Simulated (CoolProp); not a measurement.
Vapour-liquid equilibrium of ethylene (1) + n-butane (2) at 260 K; x and y are mole fractions of (1).

Model: multi-fluid Helmholtz-energy mixture model, Smukala 2000 and Bücker 2006; pair parameters Bell 2016, in CoolProp.

### Question
Give the bubble pressure and the first vapour's composition at x = 0.05, 0.75, 0.85. Is there an azeotrope?

### Answer
x = 0.05: 0.2141 MPa, y = 0.714; x = 0.75: 2.009 MPa, y = 0.982; x = 0.85: 2.369 MPa, y = 0.989. No azeotrope shows between x = 0.05 and 0.95.

Pair parameters are fitted to limited data, so mixtures are less certain than the pure fluids. The gap from Raoult's law changes sign with composition, which may be real or a fault of the pair parameters; it wasn't checked against measurements.
